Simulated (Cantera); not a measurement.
Charge: 1 mol Si₂Cl₆, 0.14 mol HCl, 25 mol H₂, held at 1148 K and 1.50 mbar.

Equilibrium computed with Cantera from the NASA thermochemical tables; the gas is ideal and each condensed phase is pure. Candidate condensed phases: Si; 19 gas species. The feed counts by its element totals alone. The tables' values for SiCl₃ are old estimates; treat these amounts as uncertain. The numbers say what is thermodynamically allowed, not how fast it happens.

Base state: H₂ 0.855, HCl 0.0998, SiCl₂ 0.0256, SiCl₄ 0.0122, SiCl₃ 0.00531, SiHCl₃ 0.00209, SiH₂Cl₂ 4.50e-5 (mole fractions); condensed: Si(s).

### Question
What changes in the equilibrium state with this change: temperature from 1148 K to 1050 K?

### Answer
```
species      before    after
----------  -------  -------
H₂            0.855    0.889
HCl          0.0998   0.0642
SiCl₄        0.0122   0.0300
SiCl₂        0.0256  0.00867
SiHCl₃      0.00209  0.00432
SiH₂Cl₂     4.50e-5  7.07e-5
SiCl₃       0.00531  0.00379
Si(s), mol    0.750    0.727
```

### Question
What changes in the equilibrium state with this change: H₂ from 25 to 99 mol?

### Answer
```csv
species,before,after
H₂,0.855,0.948
HCl,0.0998,0.0464
SiCl₂,0.0256,0.00498
SiCl₄,0.0122,0.000462
SiCl₃,0.00531,0.000457
SiHCl₃,0.00209,0.000189
SiH₂Cl₂,4.50e-5,9.72e-6
"Si(s), mol",0.750,1.38
```

### Question
What changes in the equilibrium state with this change: HCl from 0.14 to 1.8 mol?

### Answer
```tsv
species	before	after
H₂	0.855	0.834
HCl	0.0998	0.108
SiCl₂	0.0256	0.0306
SiCl₄	0.0122	0.0174
SiCl₃	0.00531	0.00695
SiHCl₃	0.00209	0.00271
Si(s), mol	0.750	0.319
```
